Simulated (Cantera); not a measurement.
Feed: 1 mol Fe, 0.78 mol CO, 5.8 mol N2.

These are equilibrium values from Cantera (NASA tables, ideal gas, pure condensed phases), not measurements of a reactor. Candidate condensed phases: C, Fe, Fe(CO)5, FeO, Fe2O3, Fe3O4; 27 gas species. Iron dissolves carbon and melts from about 1420 K in contact with it, which pure phases cannot show. Mutual solubility and eutectic melting of coexisting phases are not modelled. The tables' stoichiometric FeO is somewhat more stable than real wüstite, so its field is too wide. FeO: taken at fixed stoichiometry. Condensed phases not in the tables: cementite and carbon dissolved in iron. Kinetics and transport are ignored.

**Question.** What condenses at these points (T in K, P in Pa): (1423, 35); (1823, 10); (1323, 68000); (1123, 850000); (923, 68000); (923, 850000); (1823, 120)?

**Answer.** 
```json
[
 {"T (K)": "1423", "P in Pa": "35", "condensed phases": "Fe", "Fe condensed (%)": "99.9"},
 {"T (K)": "1823", "P in Pa": "10", "condensed phases": "gas only", "Fe condensed (%)": "0.0"},
 {"T (K)": "1323", "P in Pa": "68000", "condensed phases": "C + Fe", "Fe condensed (%)": "100.0"},
 {"T (K)": "1123", "P in Pa": "850000", "condensed phases": "C + Fe", "Fe condensed (%)": "100.0"},
 {"T (K)": "923", "P in Pa": "68000", "condensed phases": "C + Fe", "Fe condensed (%)": "100.0"},
 {"T (K)": "923", "P in Pa": "850000", "condensed phases": "C + Fe + FeO", "Fe condensed (%)": "100.0"},
 {"T (K)": "1823", "P in Pa": "120", "condensed phases": "Fe", "Fe condensed (%)": "76.9"}
]
```
